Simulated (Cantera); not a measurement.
Cantera run:

```python
import numpy as np
import cantera as ct

gas_names = """
    N NO NO2 NO3 N2 N2O O O2 O3 Si SiN SiO SiO2 Si2 Si2N Si3
""".split()
cond_names = """
    Si(cr) Si(L) SiO2(Lqz) SiO2(hqz) SiO2(L) Si2N2O(s) Si3N4(a)
""".split()


# ... load() reads the species with a 1 bar reference pressure and builds the phases ...
atoms = {
    'Si3N4': {'Si': 3, 'N': 4},
    'N2O': {'N': 2, 'O': 1},
    'N2': {'N': 2},
}
top_T = {'Si2N2O(s)': 2100, 'Si3N4(a)': 2400}  # K; cautious upper limits of use, not melting points


# ... equilibrate(T, P, feed) seeds the gas with the atoms and calls Mixture.equilibrate('TP', solver="vcs", rtol=1e-11, max_steps=5000) ...
results = []
feed = {'Si3N4': 1, 'N2O': 0.055, 'N2': 1.4}  # mol
P = 770  # Pa
for T in [1250, 1325, 1400, 1475, 1550, 1625, 1700, 1775, 1850, 1925, 2000]:
    mix = equilibrate(T, P, feed)
    results.append((T, P, feed, dict(zip(mix.species_names, mix.species_moles))))

top = {s: max(r[3][s] / sum(r[3][g] for g in gas_names) for r in results) for s in gas_names}
cols = sorted((s for s in top if top[s] > 1e-05), key=lambda s: -top[s])[:9]
seen = [c for c in cond_names if any(r[3].get(c, 0) > 1e-12 for r in results)]
print("log10 of partial pressures in bar; condensed amounts in mol")
print(f"{'T/K':>10s}" + "".join(f"{s[:9]:>10s}" for s in cols + seen))
for T, P, feed, n in results:
    ng = sum(n[g] for g in gas_names)
    print(f"{T:10.4g}" + "".join(f"{np.log10(max(n[s] / ng * P / 1e5, 1e-99)):10.3f}" for s in cols)
          + "".join(f"{n.get(c, 0):10.4g}" for c in seen))
```

Output:

```
log10 of partial pressures in bar; condensed amounts in mol
       T/K        N2       SiO        Si      Si2N       SiN       Si2       Si3     Si(L) Si2N2O(s)  Si3N4(a)
      1250    -2.114   -10.839   -14.271   -17.837   -14.663   -21.289   -25.496         0     0.055    0.9633
      1325    -2.114    -9.463   -12.631   -15.747   -13.213   -18.747   -22.274         0     0.055    0.9633
      1400    -2.114    -8.238   -11.170   -13.884   -11.919   -16.481   -19.404         0     0.055    0.9633
      1475    -2.114    -7.141    -9.859   -12.215   -10.760   -14.450   -16.833         0   0.05499    0.9633
      1550    -2.114    -6.152    -8.677   -10.711    -9.714   -12.619   -14.516         0   0.05486    0.9634
      1625    -2.114    -5.256    -7.605    -9.349    -8.767   -10.960   -12.418         0   0.05394    0.9637
      1700    -2.116    -4.441    -6.629    -8.109    -7.905    -9.448   -10.508         0   0.04803    0.9656
      1775    -2.125    -3.694    -5.732    -6.970    -7.116    -8.057    -8.748         0   0.01491    0.9766
      1850    -2.121    -3.919    -5.191    -6.484    -6.667    -7.346    -7.981     2.942         0         0
      1925    -2.121    -3.919    -4.759    -6.174    -6.324    -6.826    -7.478     2.936         0         0
      2000    -2.123    -3.921    -4.361    -5.889    -6.007    -6.345    -7.014     2.923         0         0
```

These are equilibrium values from Cantera (NASA tables, ideal gas, pure condensed phases), not measurements of a reactor. Mutual solubility and eutectic melting of coexisting phases are not modelled. The tables' values for SiN are old estimates; treat these amounts as uncertain.
